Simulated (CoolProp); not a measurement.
The numbers come from the reference Helmholtz-energy equation of state, Lemmon 2016 in CoolProp.

Q: For R115, give the phase and the density (kg/m³), Joule-Thomson coefficient (K/MPa), isothermal compressibility (1/MPa), fugacity coefficient at 70.35 °C and 118 bar.

A: 
- 70.35 °C and 118 bar: liquid; density 1210, Joule-Thomson coefficient 0.125, isothermal compressibility 0.00980, fugacity coefficient 0.238
